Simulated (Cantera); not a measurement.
Equilibrium for silicon carbide growth: SiH2Cl2 + C3H8 + H2

Charge: 1 mol SiH2Cl2, 0.029 mol C3H8, 12 mol H2, held at 2027 °C and 74.0 mbar.

Cantera equilibrium calculation (NASA polynomials, part measured and part estimated; ideal gas, pure solids and liquids). Candidate condensed phases: C, C6H6, C7H8, C8H18, Si, SiC; 109 gas species. Mutual solubility and eutectic melting of coexisting phases are not modelled. The tables' values for SiCl, SiCl3 are old estimates; treat these amounts as uncertain. Gases not in the tables: Si2H6 and higher silanes. The numbers say what is thermodynamically allowed, not how fast it happens.

```yaml
x(H2): 0.834
x(HCl): 0.0940
x(H): 0.0325
x(SiCl2): 0.0186
x(Si): 0.0126
x(SiCl): 0.00298
x(Cl): 0.00264
x(SiH): 0.00115
x(Si2C): 0.00102
n(Si(l)): 0.370 mol
n(SiC(s)): 0.0688 mol
gas_amount: 14.61 mol
log10 activity of C(graphite) (absent): -0.84
```
